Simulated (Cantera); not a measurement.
A closed system holds: 1 mol SiHCl₃, 0.49 mol NH₃, 19 mol N₂, equilibrated at 70.5 Torr.

Method: chemical equilibrium by Gibbs-energy minimisation in Cantera with the NASA 1993 tables (ideal gas, pure condensed phases). Candidate condensed phases: NH₄Cl, Si, Si₃N₄; 28 gas species. The tables' values for SiCl₃ are old estimates; treat these amounts as uncertain. Kinetics and transport are ignored.

**Question.** At 1127 °C, list the 4 most abundant gas species with their mole fractions, and the condensed phases.

**Answer.** N₂ 0.884, HCl 0.0851, H₂ 0.0154, SiCl₄ 0.0109. Condensed: Si₃N₄(s).
